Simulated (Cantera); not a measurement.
A closed system holds: 1 mol PH3, 0.8 mol H2, equilibrated at 48.8 Torr.

Method: chemical equilibrium by Gibbs-energy minimisation in Cantera with the NASA 1993 tables (ideal gas, pure condensed phases). Candidate condensed phases: P; 7 gas species. The numbers say what is thermodynamically allowed, not how fast it happens.

x: gas mole fraction; nothing condenses.

| T (°C) | x H2 | x H | x P2 | x P | x PH |
|---|---|---|---|---|---|
| 2077 | 0.779 | 0.0432 | 0.171 | 0.00625 | (withheld) |
| 2152 | 0.761 | 0.0613 | 0.167 | 0.00918 | (withheld) |
| 2227 | 0.738 | 0.0847 | 0.163 | 0.0131 | (withheld) |
| 2302 | 0.709 | 0.114 | 0.157 | 0.0183 | (withheld) |
| 2377 | 0.673 | 0.151 | 0.149 | 0.0249 | (withheld) |
| 2452 | 0.630 | 0.194 | 0.141 | 0.0331 | (withheld) |
| 2527 | 0.580 | 0.244 | 0.130 | 0.0428 | (withheld) |
| 2602 | 0.524 | 0.300 | 0.118 | 0.0541 | 0.00304 |
| 2677 | 0.464 | 0.361 | 0.105 | 0.0668 | 0.00322 |
| 2752 | 0.401 | 0.423 | 0.0917 | 0.0804 | 0.00330 |
| 2827 | 0.339 | 0.485 | 0.0779 | 0.0945 | 0.00328 |

Problem. Some entries are withheld; supply them.

Solution. 
- 2077, x PH: 0.000951
- 2152, x PH: 0.00121
- 2227, x PH: 0.00150
- 2302, x PH: 0.00182
- 2377, x PH: 0.00215
- 2452, x PH: 0.00248
- 2527, x PH: 0.00278
